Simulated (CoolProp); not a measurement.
Properties of CH2F2 (R32) along the isobar 12.4 MPa.

Values from CoolProp's reference Helmholtz-energy equation of state, Tillner-Roth 1997.

```csv
T (°C),phase,density (kg/m³),cv (kJ/(kg K)),isothermal compressibility (1/MPa),expansivity (1/kK),viscosity (µPa s)
76.55,liquid,807.9,1.004,0.01511,6.370,75.7
84.25,supercritical,766.1,1.016,0.02027,7.491,69.1
92.05,supercritical,718.5,1.031,0.02836,9.035,62.8
99.75,supercritical,665.2,1.046,0.04092,11.07,56.8
107.55,supercritical,604.3,1.063,(withheld),13.59,50.5
115.25,supercritical,539.2,1.077,0.08571,15.90,44.1
123.05,supercritical,474.1,1.085,0.1097,16.72,38.3
130.85,supercritical,417.5,1.085,0.1229,15.64,33.8
138.55,supercritical,372.8,(withheld),0.1261,13.75,30.8
146.35,supercritical,337.4,1.074,0.1243,11.84,28.8
154.05,supercritical,310.0,(withheld),0.1207,10.25,27.4
161.85,supercritical,287.6,1.064,0.1167,8.957,26.5
```

Problem. Some entries are withheld; supply them.

Solution. 
- 107.55, isothermal compressibility (1/MPa): 0.06032
- 138.55, cv (kJ/(kg K)): 1.080
- 154.05, cv (kJ/(kg K)): 1.069

Viscosity comes from a separate model (Bell 2016), an estimate that may be off by 10 % or more.
